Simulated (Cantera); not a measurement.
Input: 1 mol Si, 1 mol O2, 470 mol H2, 0.0012 mol Cl2, held at 263 Torr.

Cantera equilibrium calculation (NASA polynomials, part measured and part estimated; ideal gas, pure solids and liquids). Candidate condensed phases: H2O, Si, SiO2; 30 gas species. The tables hold silica as quartz up to 1696 K and as liquid above; real silica turns to tridymite and cristobalite and melts near 1996 K. Rates play no part.

Task: Which condensed phases are stable at each of these points (T (°C)): 950, 1050, 1150, 1250, 1350, 1450, 1550, 1650, 1750, 1850, 1950?

Result: 
```json
[
 {"T (°C)": "950", "condensed phases": "SiO2(β-quartz)", "Si condensed (%)": "100.0"},
 {"T (°C)": "1050", "condensed phases": "SiO2(β-quartz)", "Si condensed (%)": "99.8"},
 {"T (°C)": "1150", "condensed phases": "SiO2(β-quartz)", "Si condensed (%)": "99.0"},
 {"T (°C)": "1250", "condensed phases": "SiO2(β-quartz)", "Si condensed (%)": "95.4"},
 {"T (°C)": "1350", "condensed phases": "SiO2(β-quartz)", "Si condensed (%)": "83.0"},
 {"T (°C)": "1450", "condensed phases": "SiO2(condensed)", "Si condensed (%)": "46.4"},
 {"T (°C)": "1550", "condensed phases": "gas only", "Si condensed (%)": "0.0"},
 {"T (°C)": "1650", "condensed phases": "gas only", "Si condensed (%)": "0.0"},
 {"T (°C)": "1750", "condensed phases": "gas only", "Si condensed (%)": "0.0"},
 {"T (°C)": "1850", "condensed phases": "gas only", "Si condensed (%)": "0.0"},
 {"T (°C)": "1950", "condensed phases": "gas only", "Si condensed (%)": "0.0"}
]
```

From 950 °C to 1350 °C the condensed part is SiO2(β-quartz). At 1450 °C the condensed part is SiO2(condensed). From 1550 °C to 1950 °C nothing is condensed.
